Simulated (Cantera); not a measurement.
A perfectly stirred reactor is fed with CH₄ : O₂ : N₂ = 1 : 2.7 : 10.2 (molar parts), equivalence ratio 0.74, at 3.60 bar; it is adiabatic with a 675 K inlet, and is followed from long to short residence time, starting on the burning branch (τ in s: 0.076, 0.038, 0.019, 0.0097, 0.0049, 0.0025, 0.0012, 0.00063, 0.00032, 0.00016, 8e-05).

Model: GRI-Mech 3.0 (53 species, 325 reactions), integrated in Cantera.

One state of this run: T (K) = 2120; x CH₄ = 7.99e-5; x O₂ = 0.0520; x HCO = 8.05e-7; x H₂O₂ = 3.66e-7; x C₂H₂ = 2.76e-8. x: mole fraction; the columns are a selection and need not sum to one.

Q: Which value of τ (s) does it belong to?
A) 0.00063
B) 0.019
C) 0.0097
D) 0.00032

A: A, 0.00063
